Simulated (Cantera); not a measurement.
Charge: 1 mol CO₂, 0.024 mol O₂, 6.6 mol N₂, 0.032 mol SO₂, equilibrated at 2625 K and 110 Pa.

Cantera equilibrium calculation (NASA polynomials, part measured and part estimated; ideal gas, pure solids and liquids). Candidate condensed phases: C, S; 35 gas species. The numbers say what is thermodynamically allowed, not how fast it happens.

Base state: N₂ 0.770, CO 0.111, O 0.0888, O₂ 0.0128, NO 0.00691, CO₂ 0.00603, SO 0.00183, S 0.00130 (mole fractions); condensed: gas only.

What changes in the equilibrium state with this change: temperature from 2625 K to 2123 K?


```
species    before     after
-------  --------  --------
N₂          0.770     0.835
CO₂       0.00603    0.0752
CO          0.111    0.0515
O          0.0888   0.00752
O₂         0.0128    0.0234
N         2.33e-5   1.32e-7
S         0.00130   8.05e-6
SO₂      0.000619   0.00374
SO        0.00183  0.000312
NO        0.00691   0.00362
```
